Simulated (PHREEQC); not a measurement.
Model water analysis in mg/L, 25 °C, pH 2.85, pe 9.3: Na 256; K 4.54; Ca 66.9; Mg 3.34; Cl 168; S(6) as SO4 601; Cu(2) 2.46; Si as SiO2 6.28; Fe(3) 0.0939; Pb 18.8; Zn 4.44.

Valence states are taken as typed.

All values are PHREEQC results (ion-association model, phreeqc.dat), not measurements.

Precipitation was switched off in this run.

Predict the ionic strength, specific conductance, charge-balance error.

ionic strength 0.0223 mol/kgw; specific conductance 2180 µS/cm; charge-balance error 0.2 %.

In which forms is S present?

SO4-2 82 %, HSO4- 7.4 %, CaSO4 6.1 %, NaSO4- 2.6 %, PbSO4 0.6 %, MgSO4 0.6 % of the S.

Examples of supersaturated solids here: Anglesite, Hematite (slow to form). Others may be too. Species that the database lacks are ignored.
